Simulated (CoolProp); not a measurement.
Vapour-liquid equilibrium of cyclohexane (1) + m-xylene (2) at 136 kPa; x and y are mole fractions of (1).

Computed with CoolProp (multi-fluid Helmholtz-energy mixture model, Zhou 2014 and Zhou 2012; pair parameters Bell 2016).

```
x     bubble temperature, mixture model (°C)  bubble temperature, Raoult's law (°C)  y, mixture model  y, Raoult's law
----  --------------------------------------  -------------------------------------  ----------------  ---------------
0.05                                   143.3                                  144.5             0.201            0.182
0.15                                   131.5                                  134.5             0.470            0.441
0.25                                   122.6                                  126.1             0.632            0.610
0.35                                   115.6                                  119.1             0.736            0.726
0.45                                   110.0                                  113.1             0.806            0.807
0.55                                   105.4                                  107.9             0.858            0.866
0.65                                   101.6                                  103.3             0.898            0.910
0.75                                    98.2                                   99.2             0.931            0.944
0.85                                    95.1                                   95.6             0.960            0.970
0.95                                    92.2                                   92.4             0.987            0.991
```

The largest gap from Raoult's law is -3.5 K in bubble temperature, at x = 0.35. No azeotrope shows between x = 0.05 and 0.95.

Pair parameters are fitted to limited data, so mixtures are less certain than the pure fluids.
